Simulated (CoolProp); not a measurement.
Vapour-liquid equilibrium of cyclohexane (1) + n-dodecane (2) at 534 kPa; x and y are mole fractions of (1).

Computed with CoolProp (multi-fluid Helmholtz-energy mixture model, Zhou 2014 and Lemmon 2004; pair parameters Bell 2016).

```tsv
x	bubble temperature, mixture model (°C)	bubble temperature, Raoult's law (°C)	y, mixture model	y, Raoult's law
0.05	288.4	277.1	0.188	0.366
0.125	269.6	250.3	0.436	0.650
0.2	251.1	230.2	0.625	0.791
0.275	234.0	214.6	0.756	0.868
0.35	218.7	202.2	0.842	0.913
0.425	205.3	192.0	0.897	0.941
0.5	193.8	183.4	0.933	0.960
0.575	183.9	176.1	0.956	0.972
0.65	175.4	169.8	0.972	0.981
0.725	168.1	164.2	0.982	0.987
0.8	161.6	159.2	0.990	0.992
0.875	156.1	154.8	0.995	0.996
0.95	151.2	150.7	0.998	0.999
```

The largest gap from Raoult's law is +20.9 K in bubble temperature, at x = 0.2. No azeotrope shows between x = 0.05 and 0.95.

Pair parameters are fitted to limited data, so mixtures are less certain than the pure fluids.
